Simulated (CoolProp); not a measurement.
Acetone along the isotherm 167.25 °C: fugacity coefficient from the reference equation and from simpler models built on Tc = 235.0 °C, pc = 4692 kPa, ω = 0.307; each cubic takes its own stable root.

Values from CoolProp's reference Helmholtz-energy equation of state, Lemmon 2006. It is a short technical equation, of lower accuracy than the large ones.

```tsv
p (kPa)	phase	reference	van der Waals	Redlich-Kwong	Peng-Robinson
37.1	gas	0.9948	0.9967	0.9960	0.9953
66	gas	0.9907	0.9941	0.9928	0.9917
117	gas	0.9835	0.9896	0.9873	0.9853
209	gas	0.9706	0.9814	0.9773	0.9738
371	gas	0.9480	0.9671	0.9598	0.9537
660	gas	0.9079	0.9414	0.9287	0.9182
1170	gas	0.8377	0.8962	0.8742	0.8562
2090	liquid	0.5989	0.8135	0.7509	0.6243
3710	liquid	0.3523	0.5657	0.4494	0.3698
6600	liquid	0.2136	0.3662	0.2802	0.2268
11700	liquid	0.1373	0.2611	0.1881	0.1485
```

At some of these states van der Waals gives the other phase, because its saturation line lies elsewhere.
